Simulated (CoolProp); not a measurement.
A single-stage vapour-compression cycle with ammonia: evaporating at 237.15 K (dew point), condensing at 278.15 K (bubble point), superheat 0 K, subcooling 0 K, compressor efficiency 0.75, no pressure losses. Each further row changes one setting.

Computed with CoolProp (reference Helmholtz-energy equation of state, Gao 2020).

| case | cooling COP | pressure ratio | discharge temperature (K) | refrigerating effect (kJ/kg) | volumetric capacity (kJ/m³) |
|---|---|---|---|---|---|
| as stated | 3.63 | 5.83 | 391.9 | 1190 | 933 |
| evaporating temperature 242.15 K | 4.32 | … | 373.3 | 1200 | 1190 |
| condensing temperature 273.15 K | 4.22 | … | 373.5 | 1210 | 951 |
| subcooling 5 K | 3.70 | 5.83 | 391.9 | 1210 | 951 |
| superheat 10 K | 3.53 | 5.83 | 407.8 | 1210 | 908 |
| compressor efficiency 0.65 | 3.14 | 5.83 | … | 1190 | 933 |

**Question.** What belongs in the gaps?

**Answer.** 
- evaporating temperature 242.15 K, pressure ratio: 4.54
- condensing temperature 273.15 K, pressure ratio: 4.86
- compressor efficiency 0.65, discharge temperature (K): 413.3
